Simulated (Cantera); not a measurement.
Cantera run:

```python
import numpy as np
import cantera as ct

gas_names = """
    CCL4 TiCL3
""".split()
cond_names = """
    TiC(s) TiC(L) C(gr)
""".split()


# ... load() reads the species with a 1 bar reference pressure and builds the phases ...
species = {s.name: s for s in load("nasa_gas.yaml", gas_names) + load("nasa_condensed.yaml", cond_names)}
# Each term lists the table entries of one substance; the one whose range holds T is used.
reactions = {
    '4 TiC + 3 CCl4(g) = 7 C + 4 TiCl3(g)':
        [(-4, ['TiC(s)', 'TiC(L)']), (-3, ['CCL4']), (7, ['C(gr)']), (4, ['TiCL3'])],
}


def pick(names, T):
    return next(species[n] for n in names if species[n].thermo.min_temp <= T <= species[n].thermo.max_temp)


results = []
for label, terms in reactions.items():
    print(label)
    print("     T/K   dH/kJ  dS/(J/K)   dG/kJ   log10 K")
    for T in [300, 1648, 1748, 1848, 1948, 2048, 2148]:
        used = [(nu, pick(names, T)) for nu, names in terms]
        dH = sum(nu * s.thermo.h(T) for nu, s in used) / 1e6
        dS = sum(nu * s.thermo.s(T) for nu, s in used) / 1e3
        dG = dH - T * dS / 1e3
        logK = -dG * 1e6 / (ct.gas_constant * T * np.log(10))
        results.append((label, T, dH, dS, dG, logK, [s.name for _, s in used]))
        print(f"{T:8g} {dH:8.1f} {dS:8.1f} {dG:8.1f} {logK:8.2f}")
```

Output:

```
4 TiC + 3 CCl4(g) = 7 C + 4 TiCl3(g)
     T/K   dH/kJ  dS/(J/K)   dG/kJ   log10 K
     300  -1133.6    280.2  -1217.7   212.01
    1648  -1176.0    222.8  -1543.2    48.91
    1748  -1179.3    220.9  -1565.4    46.78
    1848  -1182.8    218.9  -1587.4    44.87
    1948  -1186.5    217.0  -1609.2    43.15
    2048  -1190.5    215.0  -1630.8    41.59
    2148  -1194.9    212.9  -1652.2    40.18
```

Standard-state values (1 bar) from the NASA 1993 polynomials, evaluated with Cantera. TiC: taken at fixed stoichiometry. Condensed species are held in their standard states even where they would react or evaporate.
